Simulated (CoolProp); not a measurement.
Computed with CoolProp (reference Helmholtz-energy equation of state, Tillner-Roth 1997).

### Question
For CH2F2 (R32), give the phase and the cp (kJ/(kg K)) at 161.85 °C and 263 kPa; 161.85 °C and 526 kPa.

### Answer
- 161.85 °C and 263 kPa: gas; cp 1.05
- 161.85 °C and 526 kPa: gas; cp 1.07
